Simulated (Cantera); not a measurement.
An isothermal, constant-pressure homogeneous reactor starts with H2 : O2 : N2 : H2O = 1.6 : 1 : 8.5 : 0.44 (molar parts), equivalence ratio 0.80, at 1225 K and 100.0 Torr.

Model: GRI-Mech 3.0 (53 species, 325 reactions), integrated in Cantera. The temperature is held fixed by assumption; the heat of reaction is taken as removed at once.

x: mole fraction; the columns are a selection and need not sum to one.

```json
[
 {"t (s)": "2.00e-5", "x H2": "0.139", "x O2": "0.0867", "x H": "4.00e-9", "x NO": "<1e-12", "x O": "4.59e-10"},
 {"t (s)": "0.000108", "x H2": "0.139", "x O2": "0.0867", "x H": "(withheld)", "x NO": "<1e-12", "x O": "(withheld)"},
 {"t (s)": "0.000586", "x H2": "0.0348", "x O2": "0.0431", "x H": "0.0556", "x NO": "5.41e-7", "x O": "0.00944"},
 {"t (s)": "0.00317", "x H2": "0.00876", "x O2": "0.0236", "x H": "0.00989", "x NO": "8.62e-6", "x O": "0.00224"},
 {"t (s)": "0.0172", "x H2": "0.000702", "x O2": "0.0188", "x H": "0.000173", "x NO": "9.28e-6", "x O": "0.000127"},
 {"t (s)": "0.0931", "x H2": "(withheld)", "x O2": "0.0186", "x H": "(withheld)", "x NO": "9.27e-6", "x O": "(withheld)"},
 {"t (s)": "0.504", "x H2": "1.72e-6", "x O2": "0.0186", "x H": "2.31e-8", "x NO": "9.27e-6", "x O": "3.36e-7"},
 {"t (s)": "2.73", "x H2": "2.41e-7", "x O2": "0.0186", "x H": "1.26e-9", "x NO": "9.28e-6", "x O": "4.86e-8"},
 {"t (s)": "14.8", "x H2": "8.50e-8", "x O2": "0.0186", "x H": "2.63e-10", "x NO": "9.28e-6", "x O": "1.66e-8"},
 {"t (s)": "80.0", "x H2": "8.12e-8", "x O2": "0.0186", "x H": "2.45e-10", "x NO": "9.28e-6", "x O": "1.58e-8"}
]
```

Complete the blanks.


- 0.000108, x H: 1.37e-7
- 0.000108, x O: 2.09e-8
- 0.0931, x H2: 2.42e-5
- 0.0931, x H: 1.12e-6
- 0.0931, x O: 4.35e-6
